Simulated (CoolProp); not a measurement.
Values from CoolProp's reference Helmholtz-energy equation of state, Thol 2015.

Task: For 1,2-dichloroethane, give the phase and the cp (kJ/(kg K)) at -6.65 °C and 1.96 bar; -28.15 °C and 0.112 bar; 60.65 °C and 0.326 bar.

Result: 
- -6.65 °C and 1.96 bar: liquid; cp 1.29
- -28.15 °C and 0.112 bar: liquid; cp 1.28
- 60.65 °C and 0.326 bar: gas; cp 0.866
